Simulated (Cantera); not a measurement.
Feed: 1 mol CO, 0.052 mol H₂O, held at 0.000130 bar.

Cantera equilibrium calculation (NASA polynomials, part measured and part estimated; ideal gas, pure solids and liquids). Candidate condensed phases: C, C₆H₆, C₇H₈, C₈H₁₈, H₂O; 110 gas species. Equilibrium is a limit: real reactors are often held back by kinetics, nucleation or transport. All values below are at 950 K.

Base state: CO 0.903, CO₂ 0.0480, H₂ 0.0480, H₂O 0.00143 (mole fractions); condensed: gas only.

**Question.** What changes in the equilibrium state with this change: H₂O from 0.052 to 0.51 mol?

**Answer.** 
| species | before | after |
|---|---|---|
| CO | 0.903 | 0.411 |
| H₂ | 0.0480 | 0.252 |
| CO₂ | 0.0480 | 0.252 |
| H₂O | 0.00143 | 0.0861 |

**Question.** What changes in the equilibrium state with this change: pressure from 0.000130 bar to 0.0490 bar?

**Answer.** 
| species | before | after |
|---|---|---|
| CO | 0.903 | 0.886 |
| CO₂ | 0.0480 | 0.0643 |
| H₂ | 0.0480 | 0.0482 |
| H₂O | 0.00143 | 0.00195 |
| CH₄ | <1e-9 | 1.91e-5 |
| C(graphite), mol | 0 | 0.0166 |
